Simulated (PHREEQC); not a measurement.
## Nickel, zinc or cadmium bath: speciation

Dissolve 0.0094 mol ZnSO4, 0.0042 mol KCl and 0.00019 mol FeSO4 per kg of water at 25 °C. Closed to the air; pH follows from the charge balance.

The numbers come from PHREEQC with the ion-association model, phreeqc.dat.

No solid was allowed to form.

Predict the pH, specific conductance, ionic strength.

pH 5.75; specific conductance 1950 µS/cm; ionic strength 0.0307 mol/kgw.

In which forms is Zn present?

Zn+2 69 %, ZnSO4 29 %, Zn(SO4)2-2 1.5 % of the Zn.

Species that the database lacks are ignored.
